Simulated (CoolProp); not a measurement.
Vapour-liquid equilibrium of ethanol (1) + ethylbenzene (2) at 3.39 bar; x and y are mole fractions of (1).

The numbers come from the multi-fluid Helmholtz-energy mixture model, Schroeder 2014 and Zhou 2012; pair parameters Bell 2016 in CoolProp.

```tsv
x	bubble temperature (K)	y at the bubble point	dew temperature at overall composition x (K)	liquid density (mol/L)
0.05	432.8	0.460	458.3	7.086
0.125	412.8	0.684	454.2	7.549
0.2	403.5	0.764	450.0	7.942
0.275	398.5	0.803	445.4	8.329
0.35	395.6	0.826	440.6	8.736
0.425	393.7	0.841	435.4	9.177
0.5	392.4	0.853	429.7	9.666
0.575	391.3	0.864	423.4	10.21
0.65	390.2	0.876	416.3	10.84
0.725	389.2	0.890	408.2	11.55
0.8	388.2	0.909	398.9	12.36
0.875	387.2	0.934	390.3	13.29
0.95	386.3	0.969	386.7	14.38
```

No azeotrope shows between x = 0.05 and 0.95.

The pair parameters rest on a limited set of measurements; away from them the model extrapolates. With so large a gap from Raoult's law the liquid may split in two, which this calculation doesn't test in full.
